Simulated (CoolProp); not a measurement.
Vapour-liquid equilibrium of R143a (1) + R1234yf (2) at -31.15 °C; x and y are mole fractions of (1).

Values from CoolProp's multi-fluid Helmholtz-energy mixture model, Lemmon and Jacobsen 2000 and Lemmon 2022; pair parameters Bell 2016.

Problem. Give the bubble pressure and the first vapour's composition at x = 0.05, 0.35, 0.95. Is there an azeotrope?

Solution. x = 0.05: 100.5 kPa, y = 0.108; x = 0.35: 136.2 kPa, y = 0.535; x = 0.95: 199.9 kPa, y = 0.973. No azeotrope shows between x = 0.05 and 0.95.

The pair parameters rest on a limited set of measurements; away from them the model extrapolates.
